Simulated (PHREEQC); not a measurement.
# Brine: speciation

Dissolve 1.2 mol/kgw MgSO4 and 0.00015 mol/kgw H4SiO4 at 20 °C. Closed to the air; pH follows from the charge balance.

All values are PHREEQC results (Pitzer model, pitzer.dat), not measurements.

* **pH**: 6.42
* **ionic strength**: 4.80 mol/kgw
* **activity of water**: 0.977
* **density**: 1.134 g/cm³
* **osmotic coefficient**: 0.543

| species | molality | activity | log γ |
|---|---|---|---|
| Mg+2 | 1.20 | 0.184 | -0.814 |
| SO4-2 | 1.20 | 0.0217 | -1.742 |
| H4SiO4 | 0.000150 | 0.000215 | 0.158 |
| MgOH+ | 1.02e-6 | 4.65e-7 | -0.339 |
| HSO4- | 1.00e-6 | 6.95e-7 | -0.159 |
| H+ | 5.63e-7 | 3.85e-7 | -0.165 |

No solid was allowed to form. In brines, pH and single-ion activities rest on the MacInnes convention.
